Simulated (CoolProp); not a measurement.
Vapour-liquid equilibrium of nitrogen (1) + carbon monoxide (2) at 6.65 bar; x and y are mole fractions of (1).

Computed with CoolProp (multi-fluid Helmholtz-energy mixture model, Span 2000 and Lemmon 2006; pair parameters Gernert 2013).

| x | bubble temperature, mixture model (K) | bubble temperature, Raoult's law (K) | y, mixture model | y, Raoult's law |
|---|---|---|---|---|
| 0.05 | 102.5 | 102.5 | ? | 0.069 |
| 0.2 | ? | 101.6 | ? | 0.262 |
| 0.35 | 100.6 | 100.8 | 0.425 | 0.434 |
| 0.5 | ? | 100.1 | ? | 0.588 |
| 0.65 | 99.1 | 99.4 | ? | 0.727 |
| 0.8 | 98.5 | 98.7 | 0.838 | 0.852 |
| 0.95 | 97.9 | 98.0 | 0.959 | 0.965 |

Question: Fill in the missing entries.

Answer: 
- 0.05, y, mixture model: 0.068
- 0.2, bubble temperature, mixture model (K): 101.5
- 0.2, y, mixture model: 0.257
- 0.5, bubble temperature, mixture model (K): 99.8
- 0.5, y, mixture model: 0.575
- 0.65, y, mixture model: 0.711

The largest gap from Raoult's law is -0.3 K in bubble temperature, at x = 0.5. No azeotrope shows between x = 0.05 and 0.95.

Pair parameters are fitted to limited data, so mixtures are less certain than the pure fluids.
